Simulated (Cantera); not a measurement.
An isothermal, constant-pressure homogeneous reactor starts with 8.33 % C₂H₄, 91.7 % H₂, at 1450 K and 18.8 Torr.

Model: GRI-Mech 3.0 (53 species, 325 reactions), integrated in Cantera. GRI-Mech 3.0 was tuned for natural gas; its chemistry of ethylene as a main component is partial and can be far from experiment. GRI-Mech 3.0 stops at C3 and has no aromatics, soot or wall deposition, so with more carbon than oxygen in the feed, carbon stays in small species such as C2H2 where larger ones or solid carbon would form. Radical loss at walls, strong at low pressure, is not modelled.

Problem. Predict: x(C₂H₄) at 2.00 s; x(H₂) at 2.00 s; x(C₂H₆) at 2.00 s; x(C₂H) at 2.00 s; x(CH₄) at 2.00 s; x(CH₃) at 2.00 s; x(C₂H₂) at 2.00 s.

Solution. 
```json
{
 "x(C₂H₄) at 2.00 s": "0.000833 (gas-phase equilibrium 0.000787)",
 "x(H₂) at 2.00 s": "0.923 (gas-phase equilibrium 0.918)",
 "x(C₂H₆) at 2.00 s": "1.42e-7 (gas-phase equilibrium 2.31e-7)",
 "x(C₂H) at 2.00 s": "6.68e-9 (gas-phase equilibrium 6.22e-9)",
 "x(CH₄) at 2.00 s": "0.000336 (gas-phase equilibrium 0.00876)",
 "x(CH₃) at 2.00 s": "4.37e-7 (gas-phase equilibrium 1.11e-5)",
 "x(C₂H₂) at 2.00 s": "0.0760 (gas-phase equilibrium 0.0725)"
}
```
